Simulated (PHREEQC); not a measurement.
Dissolve 0.0052 mol CdSO4, 7.9e-05 mol Na2SO4 and 0.0005 mol HCl per kg of water at 25 °C. Closed to the air; pH follows from the charge balance.

Model: ion-association model, phreeqc.dat, run in PHREEQC.

No solid was allowed to form.

### Question
Order these S species by the share of S that they hold, largest first: Cd(SO4)2-2, HSO4-, CdSO4, SO4-2.

### Answer
SO4-2 (69 %), CdSO4 (27 %), Cd(SO4)2-2 (2.2 %), HSO4- (1.7 %)

The pH is 3.43 and the ionic strength 0.0152 mol/kgw. Species that the database lacks are ignored.
